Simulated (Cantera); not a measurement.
Thermodynamics of chlorosilane synthesis and conversion, feed Si + Cl2 + H2

Input: 1 mol Si, 1.3 mol Cl2, a varied amount of H2, equilibrated at 902 °C and 8.50 bar.

These are equilibrium values from Cantera (NASA tables, ideal gas, pure condensed phases), not measurements of a reactor. Candidate condensed phases: Si; 19 gas species. The tables' values for SiCl3 are old estimates; treat these amounts as uncertain. Equilibrium is a limit: real reactors are often held back by kinetics, nucleation or transport.

From 0.62 mol H2 to 11 mol H2 the condensed part is Si(s). The main Si-bearing gas is SiCl4 at 0.62 mol H2 and SiHCl3 at 11 mol H2. The share of Si in condensed phases is highest at 0.62 mol H2 (29.5 %) and lowest at 6.4 mol H2 (26.5 %).

```csv
n(H2) (mol),log p H2,log p SiCl4,log p SiHCl3,log p HCl,log p SiCl3,log p SiH2Cl2,n Si(s)
0.62,0.53,0.52,0.15,-0.72,-1.05,-1.11,0.295
0.81,0.61,0.44,0.13,-0.71,-1.11,-1.08,0.291
1,0.65,0.37,0.10,-0.70,-1.16,-1.07,0.287
1.4,0.72,0.25,0.04,-0.70,-1.25,-1.06,0.281
1.8,0.76,0.16,-0.01,-0.70,-1.32,-1.07,0.277
2.3,0.79,0.06,-0.07,-0.71,-1.39,-1.09,0.274
2.9,0.81,-0.04,-0.13,-0.72,-1.47,-1.11,0.271
3.8,0.84,-0.16,-0.21,-0.74,-1.56,-1.15,0.268
4.9,0.86,-0.28,-0.29,-0.76,-1.65,-1.19,0.266
6.4,0.87,-0.41,-0.38,-0.79,-1.74,-1.24,0.265
8.3,0.88,-0.54,-0.47,-0.81,-1.84,-1.29,0.266
11,0.89,-0.68,-0.57,-0.85,-1.95,-1.35,0.268
```
log p: log10 of the partial pressure in bar; n: condensed amount in mol.
